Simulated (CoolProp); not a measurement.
Acetone at several states: Z from the reference equation and from simpler models built on Tc = 508.1 K, pc = 4692 kPa, ω = 0.307; each cubic takes its own stable root.

Computed with CoolProp (reference Helmholtz-energy equation of state, Lemmon 2006). It is a short technical equation, of lower accuracy than the large ones.

```csv
T (K),p (kPa),phase,reference
322.4,390,liquid,0.01116
187.7,330,liquid,0.01359
202.8,628,liquid,0.02438
```

Question: How far does each simpler model (van der Waals, Soave-Redlich-Kwong) lie from the reference over these 3 states: mean and median of the absolute difference, and the worst?

Answer: 
- van der Waals: mean 2792.3 %, median 100.0 %, worst +8177.8 % at 322.4 K and 390 kPa
- Soave-Redlich-Kwong: mean 30.5 %, median 31.4 %, worst +32.4 % at 187.7 K and 330 kPa

At some of these states van der Waals gives the other phase, because its saturation line lies elsewhere.
